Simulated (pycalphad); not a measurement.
Computed with pycalphad from the COST 507 light-alloy database (1999), at 1 atm. The data set is of 1999 and partly superseded. Amounts are mole fractions of atoms.

**Question.** Give the equilibrium state of Al-9.22Si (wt.%) at 302 °C.

**Answer.** 
```
T = 575.00 K, P = 101325 Pa, N = 1 mol of atoms
G = -18324 J/mol, H = 7183 J/mol, S = 44.36 J/(mol K)  (SER reference)
chemical potentials (J/mol): Al -18844, Si -12999
phase             fraction      x(Al)      x(Si)
FCC_A1              0.9116     0.9994    0.00059
DIAMOND_A4          0.0884   4.26e-10     1.0000
```

FCC_A1 is fcc; DIAMOND_A4 is diamond (Si).
